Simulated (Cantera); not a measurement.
Mixture: CH4 : C2H6 : C3H8 : O2 : N2 : H2O = 1 : 0.15 : 0.3 : 6.01 : 28.8 : 2.9 (molar parts), equivalence ratio 0.67, at 18800 Torr, adiabatic and at constant pressure. Ignition delay is the time to a rise of 400 K.

Cantera simulation using GRI-Mech 3.0 (53 species, 325 reactions); the numbers are that mechanism's predictions, not measurements. GRI-Mech 3.0 was tuned for natural gas; its chemistry of propane as a main component is partial and can be far from experiment. The pressure lies above the range GRI-Mech 3.0 was tuned for (to about 10 atm).

Predict: delay at 1273 K; delay at 1373 K; delay at 1473 K; delay at 1573 K; delay at 1673 K; apparent activation energy between 1623 and 1723 K.


| Quantity | Value |
|---|---|
| delay at 1273 K | 0.208 ms |
| delay at 1373 K | 65.2 µs |
| delay at 1473 K | 23.5 µs |
| delay at 1573 K | 9.79 µs |
| delay at 1673 K | 4.66 µs |
| apparent activation energy between 1623 and 1723 K | 160 kJ/mol |
